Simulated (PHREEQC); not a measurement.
A solution holds 0.024 mol CdCl2, 0.00011 mol CaCl2, 0.032 mol H2SO4 and 0.05 mol NaCl per kg of water, at 25 °C. Closed to the air; pH follows from the charge balance.

Equilibrium calculation in PHREEQC: ion-association model, phreeqc.dat.

```tsv
quantity	before	after
pH	1.42	1.43
ionic strength (mol/kgw)	0.137	0.184
Cl- (mol/kgw)	0.0791	0.125
CdCl+ (mol/kgw)	0.0137	0.0144
Cd+2 (mol/kgw)	0.00548	0.00397
CdCl2 (mol/kgw)	0.00249	0.00391
SI of Halite (NaCl)	-4.22	-3.75
SI of Cd(OH)2 (Cd(OH)2)	-13.53	-13.71
```

### Question
Which change was made?
A. NaCl from 0.05 to 0.1 mol/kgw
B. CaCl2 from 0.00011 to 0.00055 mol/kgw
C. H2SO4 left out
D. CaCl2 replaced by CuCl2 at the same molality
E. diluted 100-fold with water

### Answer
A, NaCl from 0.05 to 0.1 mol/kgw

Precipitation was switched off in this run.
